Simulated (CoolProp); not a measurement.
A simple Rankine cycle with R1233zd(E): condensing at 314.15 K, boiler at 1.4 MPa, turbine inlet 427 K, turbine efficiency 0.8, pump efficiency 0.7, no recuperator. Each further row changes one setting.

Computed with CoolProp (reference Helmholtz-energy equation of state, Akasaka 2022).

| case | thermal efficiency (%) | net work (kJ/kg) | heat in (kJ/kg) | turbine exit temperature (K) | volume ratio over the turbine |
|---|---|---|---|---|---|
| as stated | 11.9 | 32.2 | 269 | 376.2 | 6.43 |
| turbine inlet 447 K | 11.9 | 34.5 | 291 | 396.7 | 6.29 |
| condensing temperature 306.15 K | 13.2 | 36.8 | 279 | 370.2 | 8.27 |
| boiler pressure 0.98 MPa | 9.9 | 27.4 | 276 | 388.0 | 4.36 |
| turbine efficiency 0.7 | 10.4 | 28.0 | 269 | 380.7 | 6.51 |
